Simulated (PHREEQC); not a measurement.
1 kg of water holding 0.34 mol/kgw MgSO4, 0.29 mol/kgw Na2SO4, 0.13 mol/kgw NaCl and 0.2 mol/kgw K2SO4 is evaporated at 60 °C; the solids stay in contact with the brine. CO2 from the air is kept out. Only these solids could form: Arcanite, Bischofite, Bloedite, Brucite, Carnallite, Epsomite, Glaserite, Halite, Hexahydrite, Kainite, Kieserite, Leonite, Mirabilite, Misenite, Schoenite, Sylvite, Thenardite, MgCl2_4H2O.

The series has 10 steps of water left (kg), from 1 to 0.1711.

The numbers come from PHREEQC with the Pitzer model, pitzer.dat.

Task: Which solids form, in which order, and at which step of the series does each first stand?

Result: Glaserite from water left = 0.2082 kg.

At this temperature some constants are extrapolated from 25 °C, and those without enthalpy data are left unchanged.
